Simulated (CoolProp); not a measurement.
The fluid at 328.62 K and 1.27 MPa (liquid) is heated at constant pressure to 363.5 K. The same conditions are run with several fluids, on thermodynamics alone (safety and materials aside).

Computed with CoolProp (reference Helmholtz-energy equation of state of each fluid (cyclohexane: Zhou 2014; methanol: de Reuck 1993; isohexane: Lemmon 2006; 1,2-dichloroethane: Thol 2015; dimethyl carbonate: Zhou 2011)).

```json
[
 {"fluid": "cyclohexane", "heat (kJ/kg)": "72.8", "final density (kg/m³)": "(withheld)"},
 {"fluid": "methanol", "heat (kJ/kg)": "101", "final density (kg/m³)": "723"},
 {"fluid": "isohexane", "heat (kJ/kg)": "86.2", "final density (kg/m³)": "(withheld)"},
 {"fluid": "1,2-dichloroethane", "heat (kJ/kg)": "(withheld)", "final density (kg/m³)": "1150"},
 {"fluid": "dimethyl carbonate", "heat (kJ/kg)": "(withheld)", "final density (kg/m³)": "975"}
]
```

Task: What belongs in the gaps?

Result: 
- cyclohexane, final density (kg/m³): 711
- isohexane, final density (kg/m³): 586
- 1,2-dichloroethane, heat (kJ/kg): 47.1
- dimethyl carbonate, heat (kJ/kg): 66.8
